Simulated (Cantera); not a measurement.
## Reactions in the system Cu-H-O

Source: NASA polynomial tables (part measured, part estimated), evaluated in Cantera. Values are per mole of reaction as written; species without (g) are pure solids or liquids, kept so even where they would boil at 1 bar.

Cu(OH)₂ = 2 H(g) + Cu + O₂(g)

```json
[
 {"T (K)": "300", "ΔH° (kJ)": "886.4", "ΔS° (J/K)": "359.4", "ΔG° (kJ)": "778.6", "log10 K": "-135.56"},
 {"T (K)": "1125", "ΔH° (kJ)": "878.5", "ΔS° (J/K)": "349.3", "ΔG° (kJ)": "485.6", "log10 K": "-22.55"},
 {"T (K)": "1150", "ΔH° (kJ)": "878.2", "ΔS° (J/K)": "348.9", "ΔG° (kJ)": "476.9", "log10 K": "-21.66"},
 {"T (K)": "1175", "ΔH° (kJ)": "877.8", "ΔS° (J/K)": "348.6", "ΔG° (kJ)": "468.2", "log10 K": "-20.81"},
 {"T (K)": "1200", "ΔH° (kJ)": "877.5", "ΔS° (J/K)": "348.3", "ΔG° (kJ)": "459.5", "log10 K": "-20.00"},
 {"T (K)": "1225", "ΔH° (kJ)": "877.1", "ΔS° (J/K)": "348.1", "ΔG° (kJ)": "450.8", "log10 K": "-19.22"},
 {"T (K)": "1250", "ΔH° (kJ)": "876.8", "ΔS° (J/K)": "347.8", "ΔG° (kJ)": "442.1", "log10 K": "-18.47"},
 {"T (K)": "1275", "ΔH° (kJ)": "876.5", "ΔS° (J/K)": "347.5", "ΔG° (kJ)": "433.4", "log10 K": "-17.75"},
 {"T (K)": "1300", "ΔH° (kJ)": "876.2", "ΔS° (J/K)": "347.3", "ΔG° (kJ)": "424.7", "log10 K": "-17.06"},
 {"T (K)": "1325", "ΔH° (kJ)": "875.9", "ΔS° (J/K)": "347.1", "ΔG° (kJ)": "416.0", "log10 K": "-16.40"}
]
```
